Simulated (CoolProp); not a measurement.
Saturated liquid density (kg/m³) of fluorine: the reference equation beside estimates from Tc = -128.7 °C, pc = 5240 kPa, ω = 0.045. Rackett uses Z = 0.29056 − 0.08775 ω.

Values from CoolProp's reference Helmholtz-energy equation of state, de Reuck 1990.

| T (°C) | reference | Rackett | van der Waals | Redlich-Kwong | Soave-Redlich-Kwong | Peng-Robinson |
|---|---|---|---|---|---|---|
| -164.35 | 1316 | 1337 | 899.9 | 1289 | 1288 | 1460 |
| -160.25 | 1279 | 1299 | 872.9 | 1241 | 1241 | 1407 |
| -156.15 | 1239 | 1259 | 843.9 | 1188 | 1190 | 1349 |
| -152.05 | 1195 | 1215 | 812.5 | 1132 | 1135 | 1286 |
| -147.95 | 1148 | 1168 | 778.0 | 1070 | 1074 | 1215 |
| -143.95 | 1096 | 1116 | 740.6 | 1003 | 1007 | 1138 |
| -139.85 | 1034 | 1055 | 696.5 | 924.2 | 929.1 | 1047 |
| -135.75 | 955.4 | 979.4 | 643.3 | 830.8 | 835.4 | 936.7 |

Absolute difference from the reference over all 8 rows, mean and median: Rackett 1.8 and 1.7 %, van der Waals 32.2 and 32.1 %, Redlich-Kwong 6.7 and 6.0 %, Soave-Redlich-Kwong 6.4 and 5.7 %, Peng-Robinson 6.3 and 6.7 %.
